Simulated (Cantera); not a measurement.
Thermodynamics of oxide etching and cleaning by halides, feed MgO + HBr + O2

Charge: 1 mol MgO, 3 mol HBr, 19 mol O2, equilibrated at 1.00 bar.

Equilibrium computed with Cantera from the NASA thermochemical tables; the gas is ideal and each condensed phase is pure. Candidate condensed phases: Br2, H2O, Mg, MgBr2, MgO, Mg(OH)2; 20 gas species. Rates play no part.

From 650 K to 1450 K the condensed part is MgO(s).

| T (K) | x O2 | x H2O | x Br2 | x Br | x HBr | n MgO(s) |
|---|---|---|---|---|---|---|
| 650 | 0.859 | 0.0706 | 0.0706 | 2.75e-6 | 1.12e-5 | 1.00 |
| 750 | 0.859 | 0.0706 | 0.0705 | 3.03e-5 | 6.24e-5 | 1.00 |
| 850 | 0.859 | 0.0705 | 0.0704 | 0.000191 | 0.000232 | 1.00 |
| 950 | 0.858 | 0.0702 | 0.0698 | 0.000815 | 0.000651 | 1.00 |
| 1050 | 0.858 | 0.0697 | 0.0684 | 0.00263 | 0.00149 | 1.00 |
| 1150 | 0.856 | 0.0688 | 0.0654 | 0.00684 | 0.00291 | 1.000 |
| 1250 | 0.853 | 0.0675 | 0.0600 | 0.0150 | 0.00498 | 1.000 |
| 1350 | 0.847 | 0.0657 | 0.0517 | 0.0281 | 0.00753 | 1.000 |
| 1450 | 0.839 | 0.0637 | 0.0407 | 0.0458 | 0.0102 | 0.999 |
x: gas mole fraction; n: condensed amount in mol.
